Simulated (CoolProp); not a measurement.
A single-stage vapour-compression cycle with the fluid: evaporating at 328.15 K (dew point), condensing at 370.15 K (bubble point), superheat 5 K, subcooling 5 K, compressor efficiency 0.65, no pressure losses. The same conditions are run with several fluids, on thermodynamics alone (safety and materials aside).

The numbers come from the reference Helmholtz-energy equation of state of each fluid (cyclopropane: Polt 1992; sulfur dioxide: Gao 2016; 1,2-dichloroethane: Thol 2015; R365MFC: Lemmon 2016; tetrahydrofuran: Fiedler 2023; R142b: Lemmon 2006) in CoolProp. The equations of Platzer and Polt are older, rougher fits.

### Question
Rank cyclopropane, sulfur dioxide, 1,2-dichloroethane, R365MFC, tetrahydrofuran, R142b by cooling COP, highest first.

### Answer
1,2-dichloroethane (4.68), tetrahydrofuran (4.63), sulfur dioxide (4.24), R365MFC (4.19), R142b (3.98), cyclopropane (3.84)

```json
[
 {"fluid": "cyclopropane", "pressure ratio": "2.30", "discharge temperature (K)": "391.3", "refrigerating effect (kJ/kg)": "259", "volumetric capacity (kJ/m³)": "7410"},
 {"fluid": "sulfur dioxide", "pressure ratio": "2.71", "discharge temperature (K)": "436.4", "refrigerating effect (kJ/kg)": "271", "volumetric capacity (kJ/m³)": "6850"},
 {"fluid": "1,2-dichloroethane", "pressure ratio": "4.02", "discharge temperature (K)": "405.6", "refrigerating effect (kJ/kg)": "294", "volumetric capacity (kJ/m³)": "402"},
 {"fluid": "R365MFC", "pressure ratio": "3.25", "discharge temperature (K)": "370.2", "refrigerating effect (kJ/kg)": "131", "volumetric capacity (kJ/m³)": "1250"},
 {"fluid": "tetrahydrofuran", "pressure ratio": "3.59", "discharge temperature (K)": "394.2", "refrigerating effect (kJ/kg)": "359", "volumetric capacity (kJ/m³)": "670"},
 {"fluid": "R142b", "pressure ratio": "2.53", "discharge temperature (K)": "383.5", "refrigerating effect (kJ/kg)": "130", "volumetric capacity (kJ/m³)": "4310"}
]
```

The compression ends wet for: R365MFC.
